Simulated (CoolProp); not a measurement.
Computed with CoolProp (reference Helmholtz-energy equation of state, Colonna 2008). It is a short technical equation, of lower accuracy than the large ones.

Q: For dodecamethylcyclohexasiloxane (D6), give the phase and the Z, isothermal compressibility (1/MPa) at 311.05 °C and 58.8 kPa; 218.55 °C and 130 kPa.

A: 
- 311.05 °C and 58.8 kPa: gas; Z 0.964, isothermal compressibility 17.7
- 218.55 °C and 130 kPa: liquid; Z 0.0191, isothermal compressibility 0.0113
